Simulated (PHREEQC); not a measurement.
Solution (25 °C): 0.04 mol/kgw H3PO4 and 0.00016 mol/kgw NaF. Closed to the air; pH follows from the charge balance.

All values are PHREEQC results (ion-association model, wateq4f.dat), not measurements.

Each row changes one thing in this solution. Precipitation was switched off in this run.

```csv
case,pH,ionic strength (mol/kgw),H3PO4 (mol/kgw),H2PO4- (mol/kgw),HF (mol/kgw),F- (mol/kgw)
as made,1.88,0.0147,0.0253,0.0147,0.000151,8.73e-6
NaF from 0.00016 to 0.000144 mol/kgw,1.88,0.0147,0.0253,0.0147,0.000136,7.85e-6
NaF from 0.00016 to 0.0016 mol/kgw,1.91,0.0154,0.0247,0.0153,0.00150,9.17e-5
diluted 5-fold with water,2.34,0.00493,0.00308,0.00492,2.76e-5,4.35e-6
diluted 2-fold with water,2.07,0.00938,0.0106,0.00937,7.36e-5,6.40e-6
```

H3PO4, which wateq4f.dat lacks, is added to it with the constant of phreeqc.dat.
